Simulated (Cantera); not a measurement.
**Boron, boron nitride and boron oxide: borazine + NH3 + N2**

Charge: 1 mol borazine, 0.77 mol NH3, 80 mol N2, held at 13.3 mbar.

Method: chemical equilibrium by Gibbs-energy minimisation in Cantera with the NASA 1993 tables (ideal gas, pure condensed phases). Candidate condensed phases: B, BN; 15 gas species. The feed counts by its element totals alone. The tables' values for BH2 are old estimates; treat these amounts as uncertain. Rates play no part.

```csv
T (K),log p N2,log p H2,log p H,log p B,n BN(s)
1748,-1.90,-3.19,-5.23,-10.92,3.00
1798,-1.90,-3.19,-5.05,-10.25,3.00
1848,-1.90,-3.19,-4.87,-9.62,3.00
1898,-1.90,-3.19,-4.70,-9.02,3.00
1948,-1.90,-3.19,-4.54,-8.45,3.00
1998,-1.90,-3.20,-4.39,-7.91,3.00
2048,-1.90,-3.20,-4.25,-7.40,3.00
2098,-1.90,-3.21,-4.12,-6.91,3.00
2148,-1.90,-3.22,-3.99,-6.45,3.00
2198,-1.90,-3.23,-3.87,-6.01,2.99
2248,-1.90,-3.25,-3.76,-5.58,2.98
2298,-1.90,-3.27,-3.65,-5.18,2.95
2348,-1.90,-3.30,-3.56,-4.79,2.88
```
log p: log10 of the partial pressure in bar; n: condensed amount in mol.

From 1748 K to 2348 K the condensed part is BN(s).
